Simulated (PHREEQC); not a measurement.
A solution holds 15 mmol/kgw Na2S, 4.3 mmol/kgw NaCl and 1.1 mmol/kgw FeCl2, at 25 °C. It is in equilibrium with CO2 at log p = -1 (atm). Otherwise closed; pH follows from the charge balance.

All values are PHREEQC results (ion-association model, phreeqc.dat), not measurements.

- pH = 7.04
- ionic strength = 0.0340 mol/kgw
- specific conductance = 3150 µS/cm
- total alkalinity = 30.0 meq/kg

```tsv
species	molality	activity	log γ
Na+	0.0340	0.0288	-0.073
HCO3-	0.0196	0.0166	-0.071
HS-	0.00742	0.00620	-0.078
Cl-	0.00650	0.00545	-0.077
H2S	0.00489	0.00493	0.003
CO2	0.00337	0.00340	0.003
Fe(HS)2	0.000608	0.000613	0.003
Fe(HS)3-	0.000491	0.000414	-0.074
NaHCO3	0.000267	0.000269	0.003
CO3-2	1.65e-5	8.58e-6	-0.284
NaCO3-	5.46e-6	4.60e-6	-0.074
(CO2)2	2.11e-7	2.12e-7	0.003
OH-	1.33e-7	1.11e-7	-0.078
```

Precipitation was switched off in this run. Examples of supersaturated solids here: Mackinawite, FeS(ppt). Others may be too.
